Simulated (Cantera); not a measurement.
Input: 1 mol Si₃N₄, 0.41 mol N₂O, 730 mol H₂, at 925 K and 1000 Pa.

Method: chemical equilibrium by Gibbs-energy minimisation in Cantera with the NASA 1993 tables (ideal gas, pure condensed phases). Candidate condensed phases: H₂O, Si, SiO₂, Si₂N₂O, Si₃N₄; 35 gas species. Equilibrium is a limit: real reactors are often held back by kinetics, nucleation or transport.

Base state: H₂ 0.999, N₂ 0.000748 (mole fractions); condensed: Si₂N₂O(s) + Si₃N₄(s).

What changes in the equilibrium state with this change: temperature from 925 K to 1873 K?


```tsv
species	before	after
H₂	0.999	0.989
H	2.60e-9	0.00642
N₂	0.000748	0.00327
Si	<1e-9	0.000882
SiO	<1e-9	0.000557
SiH	<1e-9	8.17e-5
SiH₂	<1e-9	4.85e-5
Si₂N₂O(s), mol	0.410	0
Si₃N₄(s), mol	0.727	0
Si(l), mol	0	1.83
```
Gases not in the tables: Si₂H₆ and higher silanes.
